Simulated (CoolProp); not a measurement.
A simple Rankine cycle with R123: condensing at 326.15 K, boiler at 0.956 MPa, turbine inlet 384.2 K, turbine efficiency 0.7, pump efficiency 0.7, no recuperator. Each further row changes one setting.

Computed with CoolProp (reference Helmholtz-energy equation of state, Younglove 1994). It is a modified Benedict-Webb-Rubin equation, recast in Helmholtz form.

| case | thermal efficiency (%) | net work (kJ/kg) | heat in (kJ/kg) | turbine exit temperature (K) | volume ratio over the turbine |
|---|---|---|---|---|---|
| as stated | 8.5 | 16.3 | 191 | 347.3 | (withheld) |
| turbine inlet 404.2 K | 8.5 | 17.7 | (withheld) | (withheld) | 4.23 |
| condensing temperature 318.15 K | 9.6 | (withheld) | 200 | (withheld) | 5.55 |
| boiler pressure 0.669 MPa | 6.6 | 13.0 | 197 | (withheld) | (withheld) |
| turbine efficiency 0.6 | 7.2 | 13.8 | 191 | (withheld) | 4.39 |

Problem. Fill in the missing entries.

Solution. 
- as stated, volume ratio over the turbine: 4.34
- turbine inlet 404.2 K, heat in (kJ/kg): 209
- turbine inlet 404.2 K, turbine exit temperature (K): 368.6
- condensing temperature 318.15 K, net work (kJ/kg): 19.2
- condensing temperature 318.15 K, turbine exit temperature (K): 342.1
- boiler pressure 0.669 MPa, turbine exit temperature (K): 358.6
- boiler pressure 0.669 MPa, volume ratio over the turbine: 2.92
- turbine efficiency 0.6, turbine exit temperature (K): 350.4
